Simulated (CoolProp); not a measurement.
Saturation properties of fluorine (Tc = -128.7 °C, pc = 52.40 bar, ω = 0.045).

Computed with CoolProp (reference Helmholtz-energy equation of state, de Reuck 1990).

| T (°C) | p (bar) | enthalpy of vaporisation (kJ/kg) | liquid cp (kJ/(kg K)) | surface tension (mN/m) |
|---|---|---|---|---|
| -206.75 | 0.06123 | (withheld) | 1.478 | 18.8 |
| -198.85 | 0.2432 | 183.7 | (withheld) | (withheld) |
| -190.95 | (withheld) | 177.0 | 1.502 | 14.3 |
| -183.05 | 1.747 | 169.4 | 1.530 | (withheld) |
| -175.15 | 3.624 | 160.8 | 1.572 | 9.98 |
| -167.35 | 6.652 | 150.9 | 1.633 | (withheld) |
| -159.45 | 11.28 | 139.0 | 1.730 | 6.04 |
| -151.55 | 17.85 | 124.5 | 1.901 | 4.20 |

### Question
Some entries are withheld; supply them.

### Answer

- -206.75, enthalpy of vaporisation (kJ/kg): 189.8
- -198.85, liquid cp (kJ/(kg K)): 1.486
- -198.85, surface tension (mN/m): 16.5
- -190.95, p (bar): 0.7231
- -183.05, surface tension (mN/m): 12.1
- -167.35, surface tension (mN/m): 7.98

It boils at -188.1 °C under 1 atm.

Surface tension comes from a separate correlation (Mulero 2012).
